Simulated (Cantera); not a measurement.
What does this Cantera script print?

```python
import numpy as np
import cantera as ct

gas = ct.Solution("gri30.yaml")
gas.TPX = 1750, 130, {'CH4': 1, 'H2': 15}
reactor = ct.IdealGasConstPressureReactor(gas, energy="off", clone=False)
net = ct.ReactorNet([reactor])
net.rtol, net.atol = 1e-08, 1e-18
show = ['CH4', 'H2', 'C2H4', 'C2H', 'CH3', 'H']
times = np.geomspace(9e-05, 10, 10)

steps = ct.SolutionArray(gas, extra=["t"])
rows = []
print(f"{'t/s':>10s}{'T/K':>9s}{'P/Pa':>11s}" + "".join(f"{s:>11s}" for s in show))
for t in times:
    while net.time < t:
        t_next = net.step()
        steps.append(gas.state, t=t_next)
    rows.append([np.interp(t, steps.t, y) for y in (steps.T, steps.P, *steps(*show).X.T)])
    print(f"{t:10.3e}{rows[-1][0]:9.1f}{rows[-1][1]:11.4g}" + "".join(f"{x:11.3e}" for x in rows[-1][2:]))
rate = np.gradient(steps.T, steps.t)
print("integrator steps:", len(steps.t))
if steps.T.max() > steps.T[0] + 200:
    print(f"time of steepest temperature rise: {steps.t[rate.argmax()]:.4e} s")
gas.TPX = 1750, 130, {'CH4': 1, 'H2': 15}
gas.equilibrate("TP")
print(f"equilibrium (TP): T = {gas.T:.1f} K  " + "  ".join(f"{s} {gas[s].X[0]:.3e}" for s in show))
```

Result:

```
       t/s      T/K       P/Pa        CH4         H2       C2H4        C2H        CH3          H
 9.000e-05   1750.0        130  6.250e-02  9.375e-01  3.194e-15  8.097e-28  3.462e-07  3.269e-07
 3.273e-04   1750.0        130  6.250e-02  9.375e-01  3.354e-13  1.065e-24  1.316e-06  1.131e-06
 1.190e-03   1750.0        130  6.249e-02  9.375e-01  3.390e-11  1.494e-21  4.999e-06  3.899e-06
 4.327e-03   1750.0        130  6.248e-02  9.375e-01  2.235e-09  1.433e-18  1.846e-05  1.389e-05
 1.573e-02   1750.0        130  6.243e-02  9.375e-01  1.154e-07  1.125e-15  6.736e-05  5.023e-05
 5.721e-02   1750.0        130  6.223e-02  9.373e-01  5.084e-06  9.356e-13  2.450e-04  1.830e-04
 2.080e-01   1750.0        130  6.100e-02  9.372e-01  1.228e-04  7.341e-10  8.889e-04  6.784e-04
 7.563e-01   1750.0        130  4.717e-02  9.429e-01  2.841e-04  8.051e-08  1.799e-03  1.790e-03
 2.750e+00   1750.0        130  1.835e-02  9.581e-01  5.693e-05  3.461e-07  8.993e-04  2.329e-03
 1.000e+01   1750.0        130  3.523e-03  9.652e-01  4.646e-06  6.927e-07  2.543e-04  3.448e-03
integrator steps: 796
equilibrium (TP): T = 1750.0 K  CH4 1.782e-05  H2 9.643e-01  C2H4 1.218e-06  C2H 1.364e-06  CH3 2.383e-06  H 6.380e-03
```

Detailed kinetics in Cantera: GRI-Mech 3.0 (53 species, 325 reactions). GRI-Mech 3.0 stops at C3 and has no aromatics, soot or wall deposition, so with more carbon than oxygen in the feed, carbon stays in small species such as C2H2 where larger ones or solid carbon would form. Radical loss at walls, strong at low pressure, is not modelled.
